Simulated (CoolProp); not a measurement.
Model: reference Helmholtz-energy equation of state, Span 2000, in CoolProp.

Question: For nitrogen, give the phase and the cv (kJ/(kg K)) at 126.85 °C and 7.39 bar.

Answer: 
- 126.85 °C and 7.39 bar: gas; cv 0.748
